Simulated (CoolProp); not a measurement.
Properties of ammonia along the isotherm 617.1 K (Tc = 405.6 K, pc = 11.36 MPa, ω = 0.256).

Values from CoolProp's reference Helmholtz-energy equation of state, Gao 2020.

```csv
p (MPa),phase,conductivity (mW/(m K)),fugacity coefficient
0.0539,gas,70.8,0.9996
0.102,gas,70.8,0.9993
0.194,gas,70.9,0.9987
0.367,gas,…,0.9976
0.696,gas,…,0.9954
1.32,gas,…,0.9914
2.5,gas,72.2,0.9837
4.74,gas,…,…
8.99,gas,…,0.9431
17,supercritical,…,…
```

Task: Some entries are withheld; supply them.

Result: 
- 0.367, conductivity (mW/(m K)): 71.0
- 0.696, conductivity (mW/(m K)): 71.2
- 1.32, conductivity (mW/(m K)): 71.5
- 4.74, conductivity (mW/(m K)): 73.7
- 4.74, fugacity coefficient: 0.9694
- 8.99, conductivity (mW/(m K)): 77.1
- 17, conductivity (mW/(m K)): 85.3
- 17, fugacity coefficient: 0.8965

Thermal conductivity comes from a separate model (Tufeu 1984).
